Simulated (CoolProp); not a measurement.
R13 at several states: fugacity coefficient from the reference equation and from simpler models built on Tc = 29.9 °C, pc = 39.73 bar, ω = 0.175; each cubic takes its own stable root.

Values from CoolProp's reference Helmholtz-energy equation of state, Platzer 1990. This equation is an older, rougher fit; its heat capacities, sound speeds and derivatives of the liquid may be far off and weren't checked against measurements.

```json
[
 {"T (°C)": "-156.85", "p (bar)": "55.9", "phase": "liquid", "reference": "1.710e-5"},
 {"T (°C)": "15.65", "p (bar)": "12.2", "phase": "gas", "reference": "0.8792"},
 {"T (°C)": "-20.05", "p (bar)": "17", "phase": "liquid", "reference": "0.5648"},
 {"T (°C)": "-51.75", "p (bar)": "139", "phase": "liquid", "reference": "0.04354"},
 {"T (°C)": "160.25", "p (bar)": "42.2", "phase": "supercritical", "reference": "0.9053"},
 {"T (°C)": "-56.55", "p (bar)": "0.28", "phase": "gas", "reference": "0.9927"}
]
```

Problem. How far does each simpler model (van der Waals, Redlich-Kwong, Peng-Robinson) lie from the reference over these 6 states: mean and median of the absolute difference, and the worst?

Solution. 
- van der Waals: mean 4229.2 %, median 22.7 %, worst +25133.9 % at -156.85 °C and 55.9 bar
- Redlich-Kwong: mean 14.3 %, median 7.8 %, worst +42.2 % at -156.85 °C and 55.9 bar
- Peng-Robinson: mean 5.3 %, median 1.5 %, worst +22.5 % at -156.85 °C and 55.9 bar

At some of these states van der Waals gives the other phase, because its saturation line lies elsewhere.
